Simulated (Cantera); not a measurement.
An isothermal, constant-pressure homogeneous reactor starts with 4.31 % H2, 68.4 % O2, 27.3 % N2, equivalence ratio 0.032, at 1025 K and 0.00850 bar.

Model: the H2/O2 subset of GRI-Mech 3.0, which has no nitrogen chemistry, integrated in Cantera. Radical loss at walls, strong at low pressure, is not modelled. The temperature is held fixed by assumption; the heat of reaction is taken as removed at once.

x: mole fraction; the columns are a selection and need not sum to one.

```tsv
t (s)	x H2	x O2	x H2O2	x H2O	x H
3.00e-6	0.0431	0.684	<1e-12	<1e-12	1.06e-12
8.46e-6	0.0431	0.684	<1e-12	<1e-12	2.95e-12
2.38e-5	0.0431	0.684	<1e-12	<1e-12	8.08e-12
6.72e-5	0.0431	0.684	<1e-12	<1e-12	2.13e-11
0.000189	0.0431	0.684	<1e-12	6.85e-12	5.37e-11
0.000534	0.0431	0.684	<1e-12	1.05e-10	1.57e-10
0.00151	0.0431	0.684	<1e-12	1.99e-9	1.07e-9
0.00424	0.0431	0.684	1.67e-12	3.19e-7	1.30e-7
0.0120	0.0157	0.667	[?]	0.0210	0.01000
0.0337	0.000687	0.661	[?]	0.0390	0.00628
0.0950	0.000279	0.671	4.70e-8	0.0423	0.00156
0.268	5.45e-5	0.675	4.49e-8	0.0437	0.000133
0.755	7.13e-6	0.676	[?]	0.0439	6.54e-6
2.13	9.80e-7	0.677	[?]	0.0440	3.58e-7
6.00	1.71e-7	0.677	[?]	0.0440	2.79e-8
```

Q: Complete the blanks.

A: 
- 0.0120, x H2O2: 1.60e-7
- 0.0337, x H2O2: 4.25e-8
- 0.755, x H2O2: 3.03e-8
- 2.13, x H2O2: 1.45e-8
- 6.00, x H2O2: 5.77e-9
